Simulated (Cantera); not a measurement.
Standard-state values (1 bar) from the NASA 1993 polynomials, evaluated with Cantera. Values are per mole of reaction as written; species without (g) are pure solids or liquids, kept so even where they would boil at 1 bar.

### Question
Between 423 and 573 K, where is each reaction favourable under standard conditions?
- MgI₂ → Mg(g) + I₂

### Answer
- MgI₂ → Mg(g) + I₂: ΔG° is 455 kJ at 423 K and 428 kJ at 573 K; it stays positive (K < 1). ΔH° is 534 kJ and ΔS° 184 J/K at 573 K.
